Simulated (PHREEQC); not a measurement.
0.016 g of hydrous ferric oxide (600 m²/g; 0.2 weak and 0.005 strong sites per Fe, Dzombak-Morel constants, diffuse double layer) in 1 kg of water with 0.1 mol/kgw of an inert sodium salt and 1.5e-06 mol/kgw ZnSO4 and 4e-06 mol/kgw Ag2SO4, at 25 °C; the pH is set by adding NaOH or the inert anion's acid. O2 is buffered at 0.21 atm. No CO2 enters from the air. Precipitation was switched off in this run.

The numbers come from PHREEQC with the ion-association model, wateq4f.dat.

```
pH    S sorbed (%)  Zn sorbed (%)  Ag sorbed (%)  surface charge σ (C/m²)
----  ------------  -------------  -------------  -----------------------
4             59.8            0.0            0.0                    0.266
4.5           50.1            0.0            0.0                    0.234
5             35.0            0.1            0.0                    0.193
5.5           18.4            0.9              ?                    0.149
6              6.8            5.2            0.7                        ?
6.5            1.8           20.5              ?                    0.074
7              0.4           44.5            2.1                    0.046
7.5            0.1           72.3            2.4                    0.025
8              0.0           92.7              ?                    0.006
8.5            0.0           98.1              ?                   -0.011
9              0.0           98.9           15.9                   -0.030
9.5            0.0           98.5           29.5                        ?
10             0.0           97.4              ?                   -0.083
10.5           0.0           94.3           69.2                   -0.119
11             0.0           84.1           82.5                        ?
11.5           0.0           50.4           88.4                   -0.210
12             0.0            8.2           86.3                   -0.260
```

Task: Fill in the missing entries.

Result: 
- 5.5, Ag sorbed (%): 0.2
- 6, surface charge σ (C/m²): 0.109
- 6.5, Ag sorbed (%): 1.6
- 8, Ag sorbed (%): 4.2
- 8.5, Ag sorbed (%): 8.3
- 9.5, surface charge σ (C/m²): -0.054
- 10, Ag sorbed (%): 49.4
- 11, surface charge σ (C/m²): -0.161

Species that the database lacks are ignored.
